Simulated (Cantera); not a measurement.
## Thermodynamics of silicon oxide and oxynitride deposition, feed Si2H6 + NO + H2 + O3

Input: 1 mol Si2H6, 7.8 mol NO, 0.5 mol H2, 1.8 mol O3, held at 7.60 mbar.

These are equilibrium values from Cantera (NASA tables, ideal gas, pure condensed phases), not measurements of a reactor. Candidate condensed phases: H2O, Si, SiO2, Si2N2O, Si3N4; 35 gas species. The feed counts by its element totals alone. Rates play no part.

```csv
T (K),x N2,x H2O,x O2,x NO,x OH,x NO2,n SiO2(α-quartz),n SiO2(β-quartz)
648,0.380,0.341,0.278,6.39e-8,1.94e-11,1.54e-8,2.00,0
698,0.380,0.341,0.278,2.15e-7,1.67e-10,2.40e-8,2.00,0
748,0.380,0.341,0.278,6.16e-7,1.08e-9,3.52e-8,2.00,0
798,0.380,0.341,0.278,1.55e-6,5.51e-9,4.91e-8,2.00,0
848,0.380,0.341,0.278,3.49e-6,2.33e-8,6.60e-8,0,2.00
898,0.380,0.341,0.278,7.18e-6,8.39e-8,8.58e-8,0,2.00
948,0.380,0.341,0.278,1.37e-5,2.64e-7,1.09e-7,0,2.00
998,0.380,0.341,0.278,2.45e-5,7.42e-7,1.34e-7,0,2.00
1048,0.380,0.341,0.278,4.14e-5,1.89e-6,1.63e-7,0,2.00
1098,0.380,0.341,0.278,6.67e-5,4.42e-6,1.94e-7,0,2.00
```
x: gas mole fraction; n: condensed amount in mol.

From 648 K to 798 K the condensed part is SiO2(α-quartz). From 848 K to 1098 K the condensed part is SiO2(β-quartz).
